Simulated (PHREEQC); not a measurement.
Dissolve 15 mmol/kgw Ni(NO3)2 and 0.13 mmol/kgw H2SO4 at 4.6 °C. Closed to the air; pH follows from the charge balance.

The numbers come from PHREEQC with the ion-association model, wateq4f.dat.

Each row changes one thing in this solution. Precipitation was switched off in this run.

| case | pH | ionic strength (mol/kgw) |
|---|---|---|
| as made | 3.65 | 0.0452 |
| temperature from 4.6 to 65 °C | 3.66 | 0.0452 |
| temperature from 4.6 to 40 °C | 3.65 | 0.0452 |
| Ni(NO3)2 left out | ___ | 0.000386 |
| H2SO4 from 0.00013 to 1.3e-05 mol/kgw | 4.65 | 0.0450 |
| Ni(NO3)2 from 0.015 to 0.0075 mol/kgw | 3.64 | ___ |
| H2SO4 left out | ___ | 0.0450 |
| H2SO4 replaced by K2SO4 at the same molality | 6.33 | 0.0452 |
| 0.015 mol/kgw MgSO4 added | 3.76 | 0.0826 |

Task: Complete the blanks.

Result: 
- Ni(NO3)2 left out, pH: 3.60
- Ni(NO3)2 from 0.015 to 0.0075 mol/kgw, ionic strength (mol/kgw): 0.0227
- H2SO4 left out, pH: 6.32

In wateq4f.dat the enthalpy of Ni(OH)2 has the wrong sign, so its saturation index can't be trusted away from 25 °C. At this temperature some constants are extrapolated from 25 °C, and those without enthalpy data are left unchanged.
